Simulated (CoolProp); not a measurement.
Saturated liquid density (kg/m³) of R1233zd(E): the reference equation beside estimates from Tc = 165.7 °C, pc = 3.583 MPa, ω = 0.304.

Values from CoolProp's reference Helmholtz-energy equation of state, Akasaka 2022.

```json
[
 {"T (°C)": "-36.85", "reference": "1402", "van der Waals": "821.5", "Redlich-Kwong": "1217", "Peng-Robinson": "1412"},
 {"T (°C)": "-20.05", "reference": "1366", "van der Waals": "802.1", "Redlich-Kwong": "1184", "Peng-Robinson": "1381"},
 {"T (°C)": "-3.35", "reference": "1329", "van der Waals": "781.8", "Redlich-Kwong": "1149", "Peng-Robinson": "1348"},
 {"T (°C)": "13.45", "reference": "1290", "van der Waals": "760.0", "Redlich-Kwong": "1111", "Peng-Robinson": "1311"},
 {"T (°C)": "30.25", "reference": "1250", "van der Waals": "736.8", "Redlich-Kwong": "1070", "Peng-Robinson": "1270"},
 {"T (°C)": "47.05", "reference": "1208", "van der Waals": "711.9", "Redlich-Kwong": "1026", "Peng-Robinson": "1223"},
 {"T (°C)": "63.75", "reference": "1163", "van der Waals": "685.1", "Redlich-Kwong": "977.7", "Peng-Robinson": "1171"},
 {"T (°C)": "80.55", "reference": "1113", "van der Waals": "655.6", "Redlich-Kwong": "924.5", "Peng-Robinson": "1112"}
]
```

Absolute difference from the reference over all 8 rows, mean and median: van der Waals 41.2 and 41.1 %, Redlich-Kwong 14.5 and 14.1 %, Peng-Robinson 1.1 and 1.2 %.
